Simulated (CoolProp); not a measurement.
The fluid at 364.86 K and 0.34 MPa is compressed adiabatically to 1.47 MPa with isentropic efficiency 0.8. The same conditions are run with several fluids, on thermodynamics alone (safety and materials aside).

Model: reference Helmholtz-energy equation of state of each fluid (R227EA: Lemmon 2016; cyclopropane: Polt 1992; c-C4F8 (RC318): Platzer 1990; normal hydrogen: Leachman 2009), in CoolProp. The equations of Platzer and Polt are older, rougher fits.

```tsv
fluid	work (kJ/kg)	final temperature (K)	final phase	final density (kg/m³)
R227EA	…	406.5	gas	85.9
cyclopropane	137	445.1	gas	…
c-C4F8 (RC318)	…	…	gas	107
normal hydrogen	3430	…	…	…
```

Task: Complete the blanks.

Result: 
- R227EA, work (kJ/kg): 31.2
- cyclopropane, final density (kg/m³): 17.9
- c-C4F8 (RC318), work (kJ/kg): 25.8
- c-C4F8 (RC318), final temperature (K): 402.3
- normal hydrogen, final temperature (K): 600.5
- normal hydrogen, final phase: supercritical
- normal hydrogen, final density (kg/m³): 0.591
